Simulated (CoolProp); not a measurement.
CH2F2 (R32) along the isobar 6.78 MPa: Z from the reference equation and from simpler models built on Tc = 351.3 K, pc = 5.783 MPa, ω = 0.277; each cubic takes its own stable root.

Computed with CoolProp (reference Helmholtz-energy equation of state, Tillner-Roth 1997).

```json
[
 {"T (K)": "243.4", "phase": "liquid", "reference": "0.1496"},
 {"T (K)": "258.1", "phase": "liquid", "reference": "0.1464"},
 {"T (K)": "272.8", "phase": "liquid", "reference": "0.1444"},
 {"T (K)": "287.6", "phase": "liquid", "reference": "0.1435"},
 {"T (K)": "302.3", "phase": "liquid", "reference": "0.1441"},
 {"T (K)": "317.1", "phase": "liquid", "reference": "0.1467"},
 {"T (K)": "331.8", "phase": "liquid", "reference": "0.1530"},
 {"T (K)": "346.6", "phase": "liquid", "reference": "0.1689"},
 {"T (K)": "361.3", "phase": "supercritical", "reference": "0.3478"},
 {"T (K)": "376", "phase": "supercritical", "reference": "0.5478"},
 {"T (K)": "390.8", "phase": "supercritical", "reference": "0.6393"},
 {"T (K)": "405.5", "phase": "supercritical", "reference": "0.7007"},
 {"T (K)": "420.3", "phase": "supercritical", "reference": "0.7471"},
 {"T (K)": "435", "phase": "supercritical", "reference": "0.7834"}
]
```

**Question.** How far does each simpler model (van der Waals, Redlich-Kwong, Soave-Redlich-Kwong, Peng-Robinson) lie from the reference over these 14 states: mean and median of the absolute difference, and the worst?

**Answer.** 
- van der Waals: mean 49.0 %, median 77.1 %, worst +90.0 % at 243.4 K and 6.78 MPa
- Redlich-Kwong: mean 21.1 %, median 32.8 %, worst +42.2 % at 346.6 K and 6.78 MPa
- Soave-Redlich-Kwong: mean 21.2 %, median 27.8 %, worst +39.9 % at 346.6 K and 6.78 MPa
- Peng-Robinson: mean 10.7 %, median 13.2 %, worst +25.8 % at 346.6 K and 6.78 MPa
